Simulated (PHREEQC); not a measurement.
Dissolve 0.00097 mol NaHSO4, 0.041 mol NH3 and 0.00015 mol KCl per kg of water at 15 °C. Closed to the air; pH follows from the charge balance.

Equilibrium calculation in PHREEQC: ion-association model, phreeqc.dat.

No solid was allowed to form.

Q: What pH does the model give?

A: pH 11.02.

Q: In which forms is S present?

A: SO4-2 98 %, NH4SO4- 1.4 % of the S.
